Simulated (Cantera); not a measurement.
**Pyrogenic steam for wet oxidation**

An isothermal, constant-pressure homogeneous reactor starts with 36.5 % H2, 19.2 % O2, 44.2 % N2, equivalence ratio 0.95, at 1198 K and 0.405 atm.

Detailed kinetics in Cantera: GRI-Mech 3.0 (53 species, 325 reactions). The temperature is held fixed by assumption; the heat of reaction is taken as removed at once.

```tsv
t (s)	x H2	x O2	x O	x NO	x HO2	x H2O2	x H2O
3.00e-5	0.365	0.192	3.95e-7	<1e-12	2.78e-7	1.69e-9	3.54e-6
0.000119	0.0552	0.0510	0.0106	4.92e-6	3.98e-5	5.29e-6	0.308
0.000475	0.0100	0.0168	0.000572	8.40e-6	1.58e-5	4.67e-6	0.431
0.00189	0.00163	0.0125	5.41e-5	8.49e-6	8.26e-6	2.03e-6	0.445
0.00754	0.000183	0.0118	4.53e-6	8.44e-6	2.04e-6	4.15e-7	0.447
0.0300	1.42e-5	0.0118	4.58e-7	8.40e-6	2.02e-7	6.50e-8	0.447
0.119	1.27e-6	0.0118	6.90e-8	8.46e-6	2.13e-8	1.13e-8	0.447
0.475	2.37e-7	0.0118	1.51e-8	8.49e-6	4.69e-9	2.61e-9	0.447
1.89	9.15e-8	0.0118	5.18e-9	8.49e-6	2.66e-9	9.17e-10	0.447
7.54	7.91e-8	0.0118	4.10e-9	8.49e-6	2.55e-9	7.32e-10	0.447
30.0	7.90e-8	0.0118	4.09e-9	8.49e-6	2.55e-9	7.30e-10	0.447
```
x: mole fraction; the columns are a selection and need not sum to one.

Equilibrium at this temperature and pressure: H2 7.90e-8, O2 0.0117, O 4.09e-9, NO 3.80e-5, HO2 2.55e-9, H2O2 7.30e-10, H2O 0.447 (gas phase only).
